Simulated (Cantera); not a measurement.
**Gas-phase reforming**

An isothermal, constant-pressure homogeneous reactor starts with CH4 : H2O = 1 : 1.2 (molar parts), at 1648 K and 101000 Pa.

Detailed kinetics in Cantera: GRI-Mech 3.0 (53 species, 325 reactions).

```csv
t (s),x CH4,x H2O,x HO2,x C2H,x O2,x C2H6
2.00e-6,0.455,0.545,<1e-12,<1e-12,<1e-12,8.51e-9
1.00e-5,0.454,0.545,<1e-12,<1e-12,<1e-12,1.08e-6
5.03e-5,0.454,0.545,<1e-12,<1e-12,<1e-12,8.44e-5
0.000252,0.450,0.545,<1e-12,1.23e-11,5.38e-12,0.00106
0.00126,0.418,0.537,<1e-12,2.19e-9,1.02e-10,0.00257
0.00633,0.304,0.491,<1e-12,2.53e-8,1.83e-10,0.000919
0.0317,0.146,0.421,<1e-12,5.34e-8,4.54e-11,0.000169
0.159,0.0526,0.338,<1e-12,6.19e-8,2.19e-11,2.32e-5
0.798,0.0337,0.217,<1e-12,3.41e-8,8.93e-12,8.98e-6
4.00,0.0191,0.106,<1e-12,9.98e-9,2.49e-12,2.75e-6
```
x: mole fraction; the columns are a selection and need not sum to one.

Equilibrium at this temperature and pressure: CH4 1.76e-6, H2O 0.0432, HO2 <1e-12, C2H <1e-12, O2 <1e-12, C2H6 <1e-12 (gas phase only).
